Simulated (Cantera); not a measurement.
What does this Cantera script print?

```python
import numpy as np
import cantera as ct

gas_names = [...]  # 140 gases of nasa_gas.yaml made of C, Fe, H, N, O
cond_names = """
    C(gr) C6H6(L) C7H8(L) C8H18(L),n-octa Fe(a) Fe(c) Fe(d) Fe(L) FeC5O5(L) FeO(s) FeO(L) Fe(OH)2(s)
    Fe(OH)3(s) Fe2O3(s) Fe3O4(s) H2O(s) H2O(L)
""".split()


# ... load() reads the species with a 1 bar reference pressure and builds the phases ...
atoms = {
    'Fe(CO)5': {'Fe': 1, 'C': 5, 'O': 5},
    'H2': {'H': 2},
    'N2': {'N': 2},
}
top_T = {'C(gr)': 4500, 'Fe2O3(s)': 1830, 'Fe3O4(s)': 1870}  # K; cautious upper limits of use, not melting points


# ... equilibrate(T, P, feed) seeds the gas with the atoms and calls Mixture.equilibrate('TP', solver="vcs", rtol=1e-11, max_steps=5000) ...
results = []
feed = {'Fe(CO)5': 1, 'H2': 0.67, 'N2': 4.6}  # mol
T = 1048.15  # K
for P in [10, 100, 1000, 10000, 100000, 1000000]:
    mix = equilibrate(T, P, feed)
    results.append((T, P, feed, dict(zip(mix.species_names, mix.species_moles))))
    x = sorted(zip(gas.X, gas.species_names), reverse=True)
    print(f"T = {T:g} K  P = {P:g} Pa  gas = {mix.phase_moles(0):.4g} mol")
    print("   x: " + "  ".join(f"{s} {v:.3e}" for v, s in x if v > 0.001))
    print("   condensed (mol): " + ("  ".join(f"{mix.phase(i).name} {mix.phase_moles(i):.4g}"
          for i in range(1, mix.n_phases) if mix.phase_moles(i) > 1e-12) or "none"))
```

Result:

```
T = 1048.15 K  P = 10 Pa  gas = 10.27 mol
   x: CO 4.868e-01  N2 4.479e-01  H2 6.524e-02
   condensed (mol): C(gr) 4.064e-05  Fe(a) 1
T = 1048.15 K  P = 100 Pa  gas = 10.27 mol
   x: CO 4.868e-01  N2 4.479e-01  H2 6.523e-02
   condensed (mol): C(gr) 0.0005776  Fe(a) 1
T = 1048.15 K  P = 1000 Pa  gas = 10.26 mol
   x: CO 4.860e-01  N2 4.482e-01  H2 6.521e-02
   condensed (mol): C(gr) 0.005927  Fe(a) 1
T = 1048.15 K  P = 10000 Pa  gas = 10.21 mol
   x: CO 4.789e-01  N2 4.504e-01  H2 6.498e-02  CO2 5.074e-03
   condensed (mol): C(gr) 0.05748  Fe(a) 1
T = 1048.15 K  P = 100000 Pa  gas = 9.828 mol
   x: N2 4.681e-01  CO 4.242e-01  H2 6.274e-02  CO2 3.981e-02  H2O 4.965e-03
   condensed (mol): C(gr) 0.4378  Fe(a) 1
T = 1048.15 K  P = 1e+06 Pa  gas = 8.098 mol
   x: N2 5.680e-01  CO 2.320e-01  CO2 1.191e-01  H2 5.522e-02  H2O 2.390e-02  CH4 1.778e-03
   condensed (mol): C(gr) 2.143  FeO(s) 1
```

Cantera equilibrium calculation (NASA polynomials, part measured and part estimated; ideal gas, pure solids and liquids). The tables' stoichiometric FeO is somewhat more stable than real wüstite, so its field is too wide. FeO: taken at fixed stoichiometry. Condensed phases not in the tables: cementite and carbon dissolved in iron.
